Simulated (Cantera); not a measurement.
A closed system holds: 1 mol Pb, 0.012 mol O2, 3.4 mol N2, equilibrated at 950 °C.

Cantera equilibrium calculation (NASA polynomials, part measured and part estimated; ideal gas, pure solids and liquids). Candidate condensed phases: Pb, PbO, PbO2, Pb3O4; 12 gas species. Each liquid is taken as pure. Mutual solubility and eutectic melting of coexisting phases are not modelled. Gases not in the tables: (PbO)n polymers. Rates play no part.

Which condensed phases are stable at each of these points (P (Pa)): 10, 52, 270, 1400, 7200, 37000, 190000, 1000000?


| P (Pa) | condensed phases | Pb condensed (%) |
|---|---|---|
| 10 | gas only | 0.0 |
| 52 | gas only | 0.0 |
| 270 | gas only | 0.0 |
| 1400 | Pb(l) | 73.8 |
| 7200 | Pb(l) + PbO(l) | 95.1 |
| 37000 | Pb(l) + PbO(l) | 99.1 |
| 190000 | Pb(l) + PbO(l) | 99.8 |
| 1000000 | Pb(l) + PbO(l) | 100.0 |

From 0.0750 Torr to 2.03 Torr nothing is condensed. At 10.5 Torr the condensed part is Pb(l). From 54.0 Torr to 7500 Torr the condensed part is Pb(l) + PbO(l).
